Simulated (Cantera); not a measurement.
Cantera run:

```python
import numpy as np
import cantera as ct

gas_names = """
    N NO NO2 NO3 N2 N2O O O2 O3 Pb PbO Pb2
""".split()
cond_names = """
    Pb(cr) Pb(L) PbO(rd) PbO(yw) PbO(L) PbO2(s) Pb3O4(s)
""".split()


def load(file, names, dense=False):
    # The tables refer to 1 bar. Condensed volumes are neglected.
    table = {s.name: s for s in ct.Species.list_from_file(file)}
    out = []
    for n in names:
        d = dict(table[n].input_data)
        d["thermo"] = dict(d["thermo"], **{"reference-pressure": 1e5})
        if dense:
            d["equation-of-state"] = {"model": "constant-volume", "density": "1e6 g/cm^3"}
        out.append(ct.Species.from_dict(d))
    return out


gas = ct.Solution(thermo="ideal-gas", species=load("nasa_gas.yaml", gas_names))
cond = {s.name: ct.Solution(thermo="fixed-stoichiometry", species=[s], name=s.name)
        for s in load("nasa_condensed.yaml", cond_names, dense=True)}
atoms = {
    'Pb': {'Pb': 1},
    'O2': {'O': 2},
    'N2': {'N': 2},
}
top_T = {'Pb3O4(s)': 820}  # K; cautious upper limits of use, not melting points


def equilibrate(T, P, feed):
    n = {}
    for name, mol in feed.items():
        for a, k in atoms[name].items():
            n[a] = n.get(a, 0.0) + k * mol
    gas.TPX = T, P, n
    mass = sum(n.values()) * gas.mean_molecular_weight
    gas.equilibrate("TP")
    valid = [c for c in cond.values() if c.min_temp <= T <= top_T.get(c.name, c.max_temp)]
    mix = ct.Mixture([(gas, mass / gas.mean_molecular_weight)] + [(c, 0.0) for c in valid])
    mix.T, mix.P = T, P
    mix.equilibrate("TP", solver="vcs", rtol=1e-11, max_steps=5000)
    return mix


results = []
feed = {'Pb': 1, 'O2': 0.69, 'N2': 1.3}  # mol
T = 700  # K
P = 101325  # Pa
mix = equilibrate(T, P, feed)
results.append((T, P, feed, dict(zip(mix.species_names, mix.species_moles))))
x = sorted(zip(gas.X, gas.species_names), reverse=True)
print(f"T = {T:g} K  P = {P:g} Pa  gas = {mix.phase_moles(0):.4g} mol")
print("   x: " + "  ".join(f"{s} {v:.3e}" for v, s in x if v > 0.0001))
print("   condensed (mol): " + ("  ".join(f"{mix.phase(i).name} {mix.phase_moles(i):.4g}"
      for i in range(1, mix.n_phases) if mix.phase_moles(i) > 1e-12) or "none"))
```

Result:

```
T = 700 K  P = 101325 Pa  gas = 1.49 mol
   x: N2 8.725e-01  O2 1.275e-01
   condensed (mol): PbO(rd) 1
```

Method: chemical equilibrium by Gibbs-energy minimisation in Cantera with the NASA 1993 tables (ideal gas, pure condensed phases).
